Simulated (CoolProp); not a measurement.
Vapour pressure (MPa) of CHF3 (R23): the reference equation beside estimates from Tc = 299.3 K, pc = 4.832 MPa, ω = 0.263.

Model: reference Helmholtz-energy equation of state, Penoncello 2003, in CoolProp.

| T (K) | reference | Redlich-Kwong | Soave-Redlich-Kwong | Peng-Robinson |
|---|---|---|---|---|
| 147 | 0.003147 | 0.008490 | 0.002936 | 0.003194 |
| 149.9 | 0.004258 | 0.01117 | 0.003992 | 0.004309 |
| 152.8 | 0.005685 | 0.01450 | 0.005354 | 0.005738 |
| 155.6 | 0.007427 | 0.01844 | 0.007023 | 0.007478 |
| 158.5 | 0.009681 | 0.02339 | 0.009193 | 0.009729 |
| 161.4 | 0.01248 | 0.02935 | 0.01190 | 0.01252 |
| 164.2 | 0.01579 | 0.03618 | 0.01511 | 0.01582 |
| 167.1 | 0.01995 | 0.04453 | 0.01917 | 0.01996 |
| 169.9 | 0.02479 | 0.05395 | 0.02390 | 0.02477 |
| 172.8 | 0.03077 | 0.06529 | 0.02977 | 0.03072 |

Absolute difference from the reference over all 10 rows, mean and median: Redlich-Kwong 139.4 and 138.4 %, Soave-Redlich-Kwong 4.9 and 4.8 %, Peng-Robinson 0.6 and 0.4 %.
